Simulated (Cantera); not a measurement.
An isothermal, constant-pressure homogeneous reactor starts with H₂ : O₂ = 0.26 : 1 (molar parts), equivalence ratio 0.13, at 1350 K and 1800 Pa. Integrator tolerance rtol = 1e-08.

Detailed kinetics in Cantera: GRI-Mech 3.0 (53 species, 325 reactions). Radical loss at walls, strong at low pressure, is not modelled. The temperature is held fixed by assumption; the heat of reaction is taken as removed at once.

Q: What does this change do: pressure from 1800 Pa to 2670 Pa?

A: 
```tsv
quantity	before	after
x(H₂) at 5.00 s	5.21e-7 (gas-phase equilibrium 4.01e-7)	3.43e-7 (gas-phase equilibrium 3.30e-7)
x(O₂) at 5.00 s	0.770 (gas-phase equilibrium 0.770)	0.770 (gas-phase equilibrium 0.770)
x(O) at 5.00 s	3.61e-6 (gas-phase equilibrium 2.78e-6)	2.37e-6 (gas-phase equilibrium 2.28e-6)
x(H) at 5.00 s	1.67e-8 (gas-phase equilibrium 1.13e-8)	8.95e-9 (gas-phase equilibrium 8.44e-9)
x(OH) at 5.00 s	0.000120 (gas-phase equilibrium 0.000105)	9.74e-5 (gas-phase equilibrium 9.55e-5)
```
